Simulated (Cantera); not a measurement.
Input: 1 mol CuO, 0.91 mol CH4, 14 mol N2, equilibrated at 0.100 bar.

Method: chemical equilibrium by Gibbs-energy minimisation in Cantera with the NASA 1993 tables (ideal gas, pure condensed phases). Candidate condensed phases: C, C6H6, C7H8, C8H18, Cu, CuO, Cu(OH)2, Cu2O, H2O; 139 gas species. The numbers say what is thermodynamically allowed, not how fast it happens.

**Question.** Which condensed phases are stable at each of these points (T (K)): 1223, 1373, 1523, 1673, 1823, 1973, 2123, 2273, 2423?

**Answer.** 
```csv
T (K),condensed phases,Cu condensed (%)
1223,Cu(s),100.0
1373,Cu(l),100.0
1523,Cu(l),99.8
1673,Cu(l),98.1
1823,Cu(l),88.1
1973,Cu(l),41.7
2123,gas only,0.0
2273,gas only,0.0
2423,gas only,0.0
```

At 1223 K the condensed part is Cu(s). From 1373 K to 1973 K the condensed part is Cu(l). From 2123 K to 2423 K nothing is condensed.
